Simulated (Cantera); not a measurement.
Input (Python, Cantera) and output of one run.

```python
import numpy as np
import cantera as ct

gas_names = """
    C CH CH2 CH3 CH2OH CH3O CH4 CH3OH CN CO CO2 COOH C2 C2H CHCO,ketyl C2H2,acetylene C2H2,vinylidene
    CH2CO,ketene C2H3,vinyl CH3CN CH3CO,acetyl C2H4 C2H4O,ethylen CH3CHO,ethanal CH3COOH (HCOOH)2 C2H5
    C2H6 CH3OCH3 C2H5OH CCN CNC C2N2 C2O C3 C3H3,propargyl C3H4,allene C3H4,propyne C3H4,cyclo-
    C3H5,allyl C3H6,propylene C3H6,cyclo- C3H6O C3H7,n-propyl C3H7,i-propyl C3H8 C3H8O,1propanol
    C3H8O,2propanol C3O2 C4 C4H2 C4H4,1,3-cyclo- C4H6,butadiene C4H6,2-butyne C4H6,cyclo- C4H8,1-butene
    C4H8,cis2-buten C4H8,tr2-butene C4H8,isobutene C4H8,cyclo- (CH3COOH)2 C4H9,n-butyl C4H9,i-butyl
    C4H9,s-butyl C4H9,t-butyl C4H10,isobutane C4H10,n-butane C4N2 C5 C5H6,1,3cyclo- C5H8,cyclo-
    C5H10,1-pentene C5H10,cyclo- C5H11,pentyl C5H11,t-pentyl C5H12,n-pentane C5H12,i-pentane
    CH3C(CH3)2CH3 C6H2 C6H5,phenyl C6H5O,phenoxy C6H6 C6H5OH,phenol C6H10,cyclo- C6H12,1-hexene
    C6H12,cyclo- C6H13,n-hexyl C7H7,benzyl C7H8 C7H8O,cresol C7H14,1-heptene C7H15,n-heptyl
    C7H16,n-heptane C8H8,styrene C8H10,ethylbenz C8H16,1-octene C8H17,n-octyl C8H18,isooctane
    C8H18,n-octane C9H19,n-nonyl C10H8,naphthale C10H21,n-decyl C12H9,o-bipheny C12H10,bipheny Fe FeC5O5
    FeO Fe(OH)2 H HCN HCO HCCN HNC HNCO HNO HNO2 HNO3 HO2 H2 HCHO,formaldehy HCOOH H2O H2O2 N NCO NH NH2
    NH3 NH2OH NO NO2 NO3 N2 N2H2 N2H4 N2O O OH O2 O3
""".split()
cond_names = """
    C(gr) C6H6(L) C7H8(L) C8H18(L),n-octa Fe(a) Fe(c) Fe(d) Fe(L) FeC5O5(L) FeO(s) FeO(L) Fe(OH)2(s)
    Fe(OH)3(s) Fe2O3(s) Fe3O4(s) H2O(s) H2O(L)
""".split()


def load(file, names, dense=False):
    # The tables refer to 1 bar. Condensed volumes are neglected.
    table = {s.name: s for s in ct.Species.list_from_file(file)}
    out = []
    for n in names:
        d = dict(table[n].input_data)
        d["thermo"] = dict(d["thermo"], **{"reference-pressure": 1e5})
        if dense:
            d["equation-of-state"] = {"model": "constant-volume", "density": "1e6 g/cm^3"}
        out.append(ct.Species.from_dict(d))
    return out


gas = ct.Solution(thermo="ideal-gas", species=load("nasa_gas.yaml", gas_names))
cond = {s.name: ct.Solution(thermo="fixed-stoichiometry", species=[s], name=s.name)
        for s in load("nasa_condensed.yaml", cond_names, dense=True)}
atoms = {
    'Fe3O4': {'Fe': 3, 'O': 4},
    'CH4': {'C': 1, 'H': 4},
    'N2': {'N': 2},
}
top_T = {'C(gr)': 4500, 'Fe2O3(s)': 1830, 'Fe3O4(s)': 1870}  # K; cautious upper limits of use, not melting points


def equilibrate(T, P, feed):
    n = {}
    for name, mol in feed.items():
        for a, k in atoms[name].items():
            n[a] = n.get(a, 0.0) + k * mol
    gas.TPX = T, P, n
    mass = sum(n.values()) * gas.mean_molecular_weight
    gas.equilibrate("TP")
    valid = [c for c in cond.values() if c.min_temp <= T <= top_T.get(c.name, c.max_temp)]
    mix = ct.Mixture([(gas, mass / gas.mean_molecular_weight)] + [(c, 0.0) for c in valid])
    mix.T, mix.P = T, P
    mix.equilibrate("TP", solver="vcs", rtol=1e-11, max_steps=5000)
    return mix


results = []
feed = {'Fe3O4': 1, 'CH4': 0.6, 'N2': 0.34}  # mol
T = 1473.15  # K
P = 14000  # Pa
mix = equilibrate(T, P, feed)
results.append((T, P, feed, dict(zip(mix.species_names, mix.species_moles))))
print(gas.report(threshold=0.0001))
for i in range(1, mix.n_phases):
    print(f"{mix.phase(i).name:16s} {mix.phase_moles(i):12.5e} mol")
```

Result:

```
       temperature   1473.2 K
          pressure   14000 Pa
           density   0.019048 kg/m^3
  mean mol. weight   16.665 kg/kmol
   phase of matter   gas

                          1 kg             1 kmol
                     ---------------   ---------------
          enthalpy       -2.5348e+06       -4.2241e+07  J
   internal energy       -3.2698e+06        -5.449e+07  J
           entropy             14960         2.493e+05  J/K
    Gibbs function       -2.4572e+07       -4.0949e+08  J
 heat capacity c_p            2204.4             36736  J/K
 heat capacity c_v            1705.5             28421  J/K

                      mass frac. Y      mole frac. X     chem. pot. / RT
                     ---------------   ---------------   ---------------
                CO           0.40466           0.24076           -39.122
               CO2           0.10461          0.039613           -67.426
                H2          0.048202           0.39845           -21.437
               H2O           0.17543           0.16228           -49.741
                N2           0.26708           0.15888           -29.762
     [ +135 minor]        1.5077e-05        2.5159e-05

C(gr)             0.00000e+00 mol
Fe(c)             3.20630e-02 mol
FeC5O5(L)         0.00000e+00 mol
FeO(s)            2.96793e+00 mol
Fe(OH)2(s)        0.00000e+00 mol
Fe(OH)3(s)        0.00000e+00 mol
Fe2O3(s)          0.00000e+00 mol
Fe3O4(s)          0.00000e+00 mol
```

Method: chemical equilibrium by Gibbs-energy minimisation in Cantera with the NASA 1993 tables (ideal gas, pure condensed phases). Mutual solubility and eutectic melting of coexisting phases are not modelled. The tables' stoichiometric FeO is somewhat more stable than real wüstite, so its field is too wide. FeO: taken at fixed stoichiometry.
